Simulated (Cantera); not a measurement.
An adiabatic, constant-volume homogeneous reactor starts with 16.6 % CH₄, 17.5 % O₂, 65.9 % N₂, at 1250 K and 750 Torr.

Model: GRI-Mech 3.0 (53 species, 325 reactions), integrated in Cantera.

x: mole fraction; the columns are a selection and need not sum to one.

| t (s) | T (K) | P (bar) | x CH₄ | x O₂ | x O | x CH₂O | x H₂O | x H | x C₂H₆ |
|---|---|---|---|---|---|---|---|---|---|
| 3.00e-6 | 1250 | 1.00 | 0.166 | 0.175 | 1.13e-11 | 2.09e-11 | 1.11e-10 | 6.00e-11 | <1e-12 |
| 9.53e-6 | 1250 | 1.00 | 0.166 | 0.175 | 1.51e-11 | 2.19e-10 | 6.34e-10 | 6.46e-11 | <1e-12 |
| 3.03e-5 | 1250 | 1.000 | 0.166 | 0.175 | 2.74e-11 | 2.31e-9 | 4.35e-9 | 7.96e-11 | 5.72e-12 |
| 9.62e-5 | 1250 | 1.000 | 0.166 | 0.175 | 7.28e-11 | 2.58e-8 | 4.66e-8 | 1.40e-10 | 2.14e-10 |
| 0.000306 | 1250 | 1.000 | 0.166 | 0.175 | 3.02e-10 | 3.58e-7 | 6.77e-7 | 4.96e-10 | (withheld) |
| 0.000972 | 1250 | 1.00 | 0.166 | 0.175 | 1.54e-9 | 6.29e-6 | 9.70e-6 | 2.55e-9 | (withheld) |
| 0.00309 | 1250 | 1.00 | 0.166 | 0.175 | 2.96e-9 | 5.59e-5 | 7.76e-5 | 5.42e-9 | (withheld) |
| 0.00981 | 1253 | 1.00 | 0.166 | 0.174 | 5.74e-9 | 0.000288 | 0.000485 | 1.61e-8 | (withheld) |
| 0.0312 | 2642 | 2.47 | 3.00e-11 | 4.83e-5 | 0.000125 | 1.76e-8 | 0.136 | 0.0110 | <1e-12 |
| 0.0990 | 2642 | 2.47 | 3.00e-11 | 4.83e-5 | 0.000125 | 1.76e-8 | 0.136 | 0.0110 | <1e-12 |
| 0.315 | 2642 | 2.47 | 3.00e-11 | 4.83e-5 | 0.000125 | 1.76e-8 | 0.136 | 0.0110 | <1e-12 |
| 1.00 | 2642 | 2.47 | 3.00e-11 | 4.83e-5 | 0.000125 | 1.76e-8 | 0.136 | 0.0110 | <1e-12 |

Some entries are withheld; supply them.


- 0.000306, x C₂H₆: 1.16e-8
- 0.000972, x C₂H₆: 9.81e-7
- 0.00309, x C₂H₆: 2.08e-5
- 0.00981, x C₂H₆: 0.000143
